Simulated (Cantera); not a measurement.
A freely propagating, adiabatic, planar premixed flame of 8.69 % CH4, 2.52 % C2H6, 17.5 % O2, 65.7 % N2, 5.65 % H2O, equivalence ratio 1.5, unburnt at 575 K and 31000 Pa; mixture-averaged transport, grid criteria slope 0.08 and curve 0.16, no radiation.

Detailed kinetics in Cantera: GRI-Mech 3.0 (53 species, 325 reactions). Burning velocities carry a grid error of a few per cent, more on coarse grids.

Predict: laminar burning velocity; thermal thickness; peak x(O); peak x(CH2CO); peak x(C2H).


```json
{
  "laminar_burning_velocity": "65.8 cm/s",
  "thermal_thickness": "1.65 mm",
  "peak x(O)": "0.000189",
  "peak x(CH2CO)": "0.000647",
  "peak x(C2H)": "2.09e-6"
}
```
